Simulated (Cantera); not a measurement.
A closed system holds: 1 mol B2O3, 29 mol H2, 28 mol N2, at 1073.15 K.

Points: P (Pa) = 10, 32, 100, 320, 1000, 3200, 10000, 32000, 100000.

Cantera's Mixture.equilibrate('TP', solver="vcs", rtol=1e-11, max_steps=5000) on the NASA tables stopped like this:

```
ERROR: FAILURE its = 5001!

*******************************************************************************
CanteraError thrown by MultiPhase::equilibrate:
VCS solver failed. Return code: -1
*******************************************************************************
```

Q: What got this run through?

A: This is not unique; one that fits is The failure is numerical, not chemical. The same input converged with solver="gibbs", rtol=1e-10, max_steps=50000, and the result passed a check of the equilibrium conditions:
```
log10 of partial pressures in bar; condensed amounts in mol
      P/Pa        H2        N2       H2O     BN(s)   B2O3(L)
        10    -4.294    -4.309    -7.756  0.009301     0.991
        32    -3.789    -3.804    -7.082   0.01163    0.9913
       100    -3.294    -3.309    -6.423   0.01561    0.9903
       320    -2.789    -2.804    -5.749   0.02201    0.9877
      1000    -2.294    -2.309    -5.089    0.0315    0.9834
      3200    -1.789    -1.804    -4.416   0.04593    0.9764
     1e+04    -1.295    -1.309    -3.757   0.06677    0.9662
   3.2e+04    -0.790    -0.804    -3.084   0.09805    0.9506
     1e+05    -0.296    -0.309    -2.425     0.143    0.9279
```

The gas is ideal and each condensed phase is pure. N2 is the only nitrogen source here; it is nearly inert below about 1500 K, so the nitride shown seldom forms there in practice. Mutual solubility and eutectic melting of coexisting phases are not modelled. Gases not in the tables: H3BO3.
